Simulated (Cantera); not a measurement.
Mixture: CO : H2 : CH4 : O2 : N2 = 1 : 0.034 : 0.75 : 3.67 : 12.1 (molar parts), equivalence ratio 0.55, at 75000 Pa, adiabatic and at constant volume. Ignition delay is the time to a rise of 400 K.

Computed with Cantera and GRI-Mech 3.0 (53 species, 325 reactions). Below about 1000 K GRI-Mech 3.0 lacks low-temperature oxidation paths. Below about 950 K walls govern HO2 and H2O2 in real vessels.

Q: What does this change do: constant pressure in place of constant volume?

A: 
```csv
quantity,before,after
delay at 873 K,2.48 s,2.62 s
delay at 948 K,0.679 s,0.697 s
delay at 1023 K,0.236 s,0.243 s
delay at 1098 K,79.7 ms,82.2 ms
delay at 1173 K,27.2 ms,28.1 ms
delay at 1248 K,9.88 ms,10.2 ms
apparent activation energy between 1098 and 1248 K,160 kJ/mol,160 kJ/mol
```
